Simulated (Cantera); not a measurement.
An isothermal, constant-pressure homogeneous reactor starts with C2H6 : N2 = 1 : 30 (molar parts), at 1098 K and 3.38 Torr.

Detailed kinetics in Cantera: GRI-Mech 3.0 (53 species, 325 reactions). GRI-Mech 3.0 stops at C3 and has no aromatics, soot or wall deposition, so with more carbon than oxygen in the feed, carbon stays in small species such as C2H2 where larger ones or solid carbon would form. Radical loss at walls, strong at low pressure, is not modelled.

x: mole fraction; the columns are a selection and need not sum to one.

```tsv
t (s)	x C2H6	x H2	x CH4	x C2H4	x CH3
2.00e-6	0.0323	<1e-12	<1e-12	<1e-12	4.35e-10
6.84e-6	0.0323	<1e-12	<1e-12	<1e-12	1.49e-9
2.34e-5	0.0323	<1e-12	<1e-12	<1e-12	5.08e-9
8.00e-5	0.0323	<1e-12	1.11e-11	<1e-12	___
0.000274	0.0323	1.83e-12	1.29e-10	4.01e-12	5.94e-8
0.000936	0.0323	7.98e-11	1.50e-9	1.52e-10	2.02e-7
0.00320	0.0323	___	___	___	___
0.0110	0.0323	2.05e-7	1.95e-7	2.21e-7	2.18e-6
0.0375	0.0322	7.65e-6	2.00e-6	7.84e-6	6.15e-6
0.128	0.0320	0.000175	1.81e-5	0.000180	1.63e-5
0.438	0.0305	0.00154	0.000175	0.00161	4.01e-5
1.50	0.0240	0.00705	0.000990	0.00725	4.04e-5
5.13	0.00890	0.0206	0.00347	0.0193	2.38e-5
17.5	0.000503	0.0319	0.00505	0.0218	3.87e-6
60.0	2.66e-5	0.0363	0.00509	0.0181	8.68e-7
```

Fill in the missing entries.


- 8.00e-5, x CH3: 1.74e-8
- 0.00320, x H2: 4.54e-9
- 0.00320, x CH4: 1.74e-8
- 0.00320, x C2H4: 5.80e-9
- 0.00320, x CH3: 6.79e-7
